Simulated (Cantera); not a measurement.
**Premixed flame**

A freely propagating, adiabatic, planar premixed flame of 31.6 % H2, 14.4 % O2, 54.0 % N2, unburnt at 700 K and 0.286 atm; mixture-averaged transport, grid criteria slope 0.08 and curve 0.16, no radiation.

Detailed kinetics in Cantera: the H2/O2 subset of GRI-Mech 3.0, which has no nitrogen chemistry. Burning velocities carry a grid error of a few per cent, more on coarse grids.

```csv
z (mm),T (K),u (m/s),x H2,x O2,x HO2,x H2O2,x H,x OH
-7.77,700,9.50,0.316,0.144,<1e-8,<1e-8,<1e-8,<1e-8
-5.18,700,9.50,0.316,0.144,<1e-8,<1e-8,<1e-8,<1e-8
-3.89,700,9.50,0.316,0.144,<1e-8,<1e-8,<1e-8,<1e-8
-2.59,700,9.50,0.316,0.144,3.83e-7,<1e-8,2.54e-7,<1e-8
-1.30,705,9.56,0.315,0.144,6.58e-5,3.03e-7,0.000316,1.88e-5
-0.648,803,10.8,0.295,0.140,5.61e-5,8.14e-7,0.00831,0.000342
0,1182,15.4,0.160,0.0924,2.67e-5,1.46e-6,0.0671,0.00402
0.648,1472,18.9,0.0646,0.0349,9.37e-6,1.32e-6,0.0956,0.0101
1.30,1601,20.4,0.0594,0.0276,6.46e-6,8.89e-7,0.0868,0.0129
2.59,1750,22.1,0.0616,0.0244,4.83e-6,4.96e-7,0.0721,0.0158
5.18,1914,23.9,0.0626,0.0210,3.50e-6,2.60e-7,0.0566,0.0184
10.4,2081,25.6,0.0614,0.0174,2.50e-6,1.47e-7,0.0423,0.0200
20.7,2243,27.2,0.0583,0.0137,1.86e-6,9.69e-8,0.0297,0.0202
```
x: mole fraction of selected species; z is measured from the peak of heat release.

```json
{
 "laminar_burning_velocity": "950 cm/s",
 "thermal_thickness": "2.59 mm",
 "peak x(HO2)": "7.13e-5",
 "peak x(H2O2)": "1.64e-6",
 "peak x(H)": "0.0961",
 "peak x(OH)": "0.0203"
}
```
